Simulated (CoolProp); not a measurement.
Vapour-liquid equilibrium of propylene (1) + R152A (2) at 0.219 MPa; x and y are mole fractions of (1).

Values from CoolProp's multi-fluid Helmholtz-energy mixture model, Lemmon 2013 and Outcalt 1996; pair parameters Bell 2016.

| x | bubble temperature, mixture model (K) | bubble temperature, Raoult's law (K) | y, mixture model | y, Raoult's law |
|---|---|---|---|---|
| 0.05 | 263.4 | 266.4 | 0.194 | 0.108 |
| 0.125 | 258.0 | 264.0 | 0.389 | 0.251 |
| 0.2 | 254.1 | 261.7 | 0.511 | 0.373 |
| 0.275 | 251.3 | 259.6 | 0.593 | 0.478 |
| 0.35 | 249.3 | 257.6 | 0.649 | 0.569 |
| 0.425 | 247.9 | 255.7 | 0.692 | 0.648 |
| 0.5 | 246.8 | 253.9 | 0.726 | 0.716 |
| 0.575 | 245.9 | 252.2 | 0.755 | 0.775 |
| 0.65 | 245.3 | 250.6 | 0.783 | 0.827 |
| 0.725 | 244.7 | 249.0 | 0.813 | 0.873 |
| 0.8 | 244.3 | 247.6 | 0.847 | 0.914 |
| 0.875 | 244.0 | 246.2 | 0.890 | 0.949 |
| 0.95 | 243.9 | 244.9 | 0.948 | 0.981 |

The largest gap from Raoult's law is -8.3 K in bubble temperature, at x = 0.35. y crosses x between x = 0.875 and 0.95: the model has an azeotrope there.

The pair parameters rest on a limited set of measurements; away from them the model extrapolates.
